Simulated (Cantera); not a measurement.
Mixture: 9.12 % CH₄, 0.365 % C₂H₆, 0.811 % C₃H₈, 23.5 % O₂, 61.3 % N₂, 4.92 % CO₂, equivalence ratio 1.0, at 240000 Pa, adiabatic and at constant pressure. Ignition delay is the time to a rise of 400 K.

Model: GRI-Mech 3.0 (53 species, 325 reactions), integrated in Cantera.

Task: Predict: delay at 1125 K; delay at 1200 K; delay at 1275 K; delay at 1350 K; delay at 1425 K; delay at 1500 K; delay at 1575 K; apparent activation energy between 1425 and 1575 K.

Result: 
| Property | Value |
|---|---|
| delay at 1125 K | 15.0 ms |
| delay at 1200 K | 4.61 ms |
| delay at 1275 K | 1.47 ms |
| delay at 1350 K | 0.518 ms |
| delay at 1425 K | 0.206 ms |
| delay at 1500 K | 93.5 µs |
| delay at 1575 K | 48.0 µs |
| apparent activation energy between 1425 and 1575 K | 180 kJ/mol |
